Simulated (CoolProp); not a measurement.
Properties of n-decane along the isobar 101 kPa (Tc = 617.7 K, pc = 2101 kPa, ω = 0.488).

Values from CoolProp's reference Helmholtz-energy equation of state, Lemmon 2006. It is a short technical equation, of lower accuracy than the large ones.

| T (K) | phase | density (kg/m³) | cp (kJ/(kg K)) | isothermal compressibility (1/MPa) | conductivity (mW/(m K)) | Prandtl number | fugacity coefficient |
|---|---|---|---|---|---|---|---|
| 265.6 | liquid | 751.9 | 2.079 | 0.0008938 | 138 | 22.2 | 0.0001342 |
| 286.5 | liquid | 735.6 | 2.150 | 0.001031 | 133 | 16.4 | 0.0007769 |
| 307.4 | liquid | 719.3 | 2.227 | 0.001195 | 127 | 13.1 | 0.003376 |
| 328.2 | liquid | 703.1 | 2.308 | 0.001389 | 122 | 10.9 | 0.01162 |
| 349.1 | liquid | 686.7 | 2.393 | 0.001627 | 117 | 9.39 | 0.03350 |
| 370 | liquid | 670.0 | 2.479 | 0.001920 | 112 | 8.30 | 0.08312 |
| 390.8 | liquid | 653.0 | 2.567 | 0.002287 | 107 | 7.49 | 0.1815 |
| 411.7 | liquid | 635.5 | 2.657 | 0.002762 | 102 | 6.85 | 0.3589 |
| 432.5 | liquid | 617.3 | 2.747 | 0.003387 | 97.9 | 6.32 | 0.6485 |
| 453.4 | gas | 4.055 | 2.367 | 10.57 | 21.9 | 0.846 | 0.9435 |
| 474.3 | gas | 3.835 | 2.442 | 10.45 | 24.1 | 0.831 | 0.9527 |
| 495.1 | gas | 3.643 | 2.516 | 10.35 | 26.3 | 0.817 | 0.9599 |
| 516 | gas | 3.472 | 2.590 | 10.28 | 28.7 | 0.805 | 0.9659 |
| 536.9 | gas | 3.319 | 2.661 | 10.22 | 31.0 | 0.794 | 0.9707 |
| 557.7 | gas | 3.182 | 2.730 | 10.17 | 33.5 | 0.784 | 0.9747 |
| 578.6 | gas | 3.056 | 2.798 | 10.13 | 36.0 | 0.775 | 0.9780 |

Viscosity comes from a separate model (Huber 2004). Thermal conductivity comes from a separate model (Huber 2005).
